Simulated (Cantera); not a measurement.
Thermal oxidation and active oxidation of silicon: Si + H2O + N2 + N2O

Input: 1 mol Si, 0.0039 mol H2O, 32 mol N2, 0.98 mol N2O, held at 1075 °C and 0.540 bar.

Method: chemical equilibrium by Gibbs-energy minimisation in Cantera with the NASA 1993 tables (ideal gas, pure condensed phases). Candidate condensed phases: H2O, Si, SiO2, Si2N2O, Si3N4; 35 gas species. Mutual solubility and eutectic melting of coexisting phases are not modelled. The tables hold silica as quartz up to 1696 K and as liquid above; real silica turns to tridymite and cristobalite and melts near 1996 K. The numbers say what is thermodynamically allowed, not how fast it happens.

```json
{
 "x(N2)": "1.000",
 "x(H2)": "0.000119",
 "n(SiO2(β-quartz))": "0.323 mol",
 "n(Si2N2O(s))": "0.339 mol",
 "gas_amount": "32.65 mol",
 "log10 activity of Si(s) (absent)": "-5.82"
}
```
